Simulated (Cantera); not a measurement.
# Equilibrium for silicon epitaxy and polysilicon growth: SiH2Cl2 + HCl + H2

Input: 1 mol SiH2Cl2, a varied amount of HCl, 28 mol H2, equilibrated at 1123 K and 12.0 mbar.

Cantera equilibrium calculation (NASA polynomials, part measured and part estimated; ideal gas, pure solids and liquids). Candidate condensed phases: Si; 19 gas species. The tables' values for SiCl3 are old estimates; treat these amounts as uncertain. Kinetics and transport are ignored.

From 0.041 mol HCl to 2.1 mol HCl the condensed part is Si(s). At 3.7 mol HCl nothing is condensed. The main Si-bearing gas is SiCl4 throughout. The share of Si in condensed phases is highest at 0.041 mol HCl (71.2 %) and lowest at 3.7 mol HCl (0.0 %).

```json
[
 {"n(HCl) (mol)": "0.041", "x H2": "0.951", "x HCl": "0.0393", "x SiCl4": "0.00363", "x SiCl2": "0.00343", "x SiHCl3": "0.00151", "x SiCl3": "0.00100", "x SiH2Cl2": "7.66e-5", "x SiH3Cl": "1.04e-6", "n Si(s)": "0.712"},
 {"n(HCl) (mol)": "0.072", "x H2": "0.951", "x HCl": "0.0396", "x SiCl4": "0.00374", "x SiCl2": "0.00348", "x SiHCl3": "0.00154", "x SiCl3": "0.00102", "x SiH2Cl2": "7.77e-5", "x SiH3Cl": "1.05e-6", "n Si(s)": "0.705"},
 {"n(HCl) (mol)": "0.13", "x H2": "0.950", "x HCl": "0.0401", "x SiCl4": "0.00394", "x SiCl2": "0.00357", "x SiHCl3": "0.00160", "x SiCl3": "0.00106", "x SiH2Cl2": "7.97e-5", "x SiH3Cl": "1.06e-6", "n Si(s)": "0.693"},
 {"n(HCl) (mol)": "0.22", "x H2": "0.948", "x HCl": "0.0408", "x SiCl4": "0.00426", "x SiCl2": "0.00371", "x SiHCl3": "0.00170", "x SiCl3": "0.00113", "x SiH2Cl2": "8.28e-5", "x SiH3Cl": "1.08e-6", "n Si(s)": "0.673"},
 {"n(HCl) (mol)": "0.39", "x H2": "0.946", "x HCl": "0.0422", "x SiCl4": "0.00488", "x SiCl2": "0.00398", "x SiHCl3": "0.00188", "x SiCl3": "0.00125", "x SiH2Cl2": "8.84e-5", "x SiH3Cl": "1.11e-6", "n Si(s)": "0.636"},
 {"n(HCl) (mol)": "0.69", "x H2": "0.941", "x HCl": "0.0444", "x SiCl4": "0.00602", "x SiCl2": "0.00442", "x SiHCl3": "0.00219", "x SiCl3": "0.00146", "x SiH2Cl2": "9.77e-5", "x SiH3Cl": "1.16e-6", "n Si(s)": "0.568"},
 {"n(HCl) (mol)": "1.2", "x H2": "0.935", "x HCl": "0.0475", "x SiCl4": "0.00805", "x SiCl2": "0.00511", "x SiHCl3": "0.00272", "x SiCl3": "0.00182", "x SiH2Cl2": "0.000112", "x SiH3Cl": "1.24e-6", "n Si(s)": "0.451"},
 {"n(HCl) (mol)": "2.1", "x H2": "0.924", "x HCl": "0.0520", "x SiCl4": "0.0118", "x SiCl2": "0.00618", "x SiHCl3": "0.00360", "x SiCl3": "0.00242", "x SiH2Cl2": "0.000134", "x SiH3Cl": "1.34e-6", "n Si(s)": "0.238"},
 {"n(HCl) (mol)": "3.7", "x H2": "0.900", "x HCl": "0.0692", "x SiCl4": "0.0182", "x SiCl2": "0.00524", "x SiHCl3": "0.00406", "x SiCl3": "0.00277", "x SiH2Cl2": "0.000111", "x SiH3Cl": "8.11e-7", "n Si(s)": "0"}
]
```
x: gas mole fraction; n: condensed amount in mol.
